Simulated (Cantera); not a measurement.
Charge: 1 mol Fe2O3, 1.3 mol CO, equilibrated at 0.0280 bar.

Method: chemical equilibrium by Gibbs-energy minimisation in Cantera with the NASA 1993 tables (ideal gas, pure condensed phases). Candidate condensed phases: C, Fe, Fe(CO)5, FeO, Fe2O3, Fe3O4; 15 gas species. The tables' stoichiometric FeO is somewhat more stable than real wüstite, so its field is too wide. FeO: taken at fixed stoichiometry. Rates play no part.

Task: At 2227 °C, list the 6 most abundant gas species with their mole fractions, and the condensed phases.

Result: CO2 0.459, CO 0.332, O2 0.0928, Fe 0.0626, FeO 0.0277, O 0.0264. Condensed: FeO(l).
